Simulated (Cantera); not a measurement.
An isothermal, constant-pressure homogeneous reactor starts with 6.25 % NO, 93.8 % N2, at 1748 K and 0.0326 atm.

Cantera simulation using GRI-Mech 3.0 (53 species, 325 reactions); the numbers are that mechanism's predictions, not measurements. Radical loss at walls, strong at low pressure, is not modelled.

Question: Predict: x(NO) at 100 s; x(O) at 100 s; x(N2O) at 100 s; x(O2) at 100 s; x(N2) at 100 s.

Answer: 
```json
{
  "x(NO) at 100 s": "0.0564 (gas-phase equilibrium 0.00147)",
  "x(O) at 100 s": "2.54e-5 (gas-phase equilibrium 7.09e-5)",
  "x(N2O) at 100 s": "1.20e-6 (gas-phase equilibrium 1.71e-8)",
  "x(O2) at 100 s": "0.00304 (gas-phase equilibrium 0.0305)",
  "x(N2) at 100 s": "0.941 (gas-phase equilibrium 0.968)"
}
```
